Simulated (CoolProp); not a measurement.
Vapour-liquid equilibrium of CH2F2 (R32) (1) + R123 (2) at 300 K; x and y are mole fractions of (1).

Values from CoolProp's multi-fluid Helmholtz-energy mixture model, Tillner-Roth 1997 and Younglove 1994; pair parameters Bell 2016.

```csv
x,"bubble pressure, mixture model (MPa)","bubble pressure, Raoult's law (MPa)","y, mixture model","y, Raoult's law"
0.05,0.1955,0.1817,0.505,0.489
0.125,0.3408,0.3074,0.724,0.722
0.2,0.4815,0.4332,0.811,0.819
0.275,0.6152,0.5590,0.858,0.873
0.35,[?],0.6848,0.887,0.907
0.425,0.8597,0.8106,0.908,0.931
0.5,0.9721,0.9363,[?],0.948
0.575,1.081,1.062,0.936,0.961
0.65,1.189,1.188,0.947,0.971
0.725,1.298,1.314,[?],0.980
0.8,1.414,1.439,0.969,0.986
0.875,1.538,1.565,0.980,0.992
0.95,1.675,1.691,0.991,0.997
```

Q: Some entries are withheld; supply them.

A: 
- 0.35, bubble pressure, mixture model (MPa): 0.7412
- 0.5, y, mixture model: 0.923
- 0.725, y, mixture model: 0.958

The largest gap from Raoult's law is +11.1 % in bubble pressure, at x = 0.2. No azeotrope shows between x = 0.05 and 0.95.

Pair parameters are fitted to limited data, so mixtures are less certain than the pure fluids. The gap from Raoult's law changes sign with composition, which may be real or a fault of the pair parameters; it wasn't checked against measurements.
